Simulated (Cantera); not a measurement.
Feed: 1 mol Si, 0.016 mol O2, 210 mol H2, equilibrated at 1302 °C.

Cantera equilibrium calculation (NASA polynomials, part measured and part estimated; ideal gas, pure solids and liquids). Candidate condensed phases: H2O, Si, SiO2; 18 gas species. Gases not in the tables: Si2H6 and higher silanes. The numbers say what is thermodynamically allowed, not how fast it happens.

Question: Which condensed phases are stable at each of these points (P (Pa)): 0.100, 0.750, 5.60, 42, 320, 2400, 18000, 130000, 1000000?

Answer: 
```csv
P (Pa),condensed phases,Si condensed (%)
0.100,gas only,0.0
0.750,gas only,0.0
5.60,Si(s),74.6
42,Si(s),93.7
320,Si(s),96.3
2400,Si(s),96.7
18000,Si(s),96.7
130000,Si(s),96.7
1000000,Si(s),96.6
```

From 1.00e-6 bar to 7.50e-6 bar nothing is condensed. From 5.60e-5 bar to 10.0 bar the condensed part is Si(s).
